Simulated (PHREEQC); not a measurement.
A solution holds 0.03 mol HF, 0.24 mol NH4F and 0.00051 mol H4SiO4 per kg of water, at 20 °C. Closed to the air; pH follows from the charge balance.

Model: ion-association model, wateq4f.dat, run in PHREEQC.

```json
{
 "pH": "4.16",
 "ionic_strength": "0.241 mol/kgw",
 "activity_of_water": "0.992",
 "total_alkalinity": "-30.0 meq/kg"
}
```

```
species  molality  activity   log γ
-------  --------  --------  ------
NH4+        0.240     0.178  -0.130
F-          0.227     0.157  -0.159
HF         0.0141    0.0149   0.024
HF2-       0.0124   0.00863  -0.159
H2F2     0.000656  0.000693   0.024
SiF6-2   0.000510  0.000144  -0.550
H+        8.74e-5   6.92e-5  -0.101
NH3       1.02e-6   1.02e-6   0.000
```

This is a speciation only: nothing precipitates in the calculation. SiF6-2 is the database's only silicon fluoride.
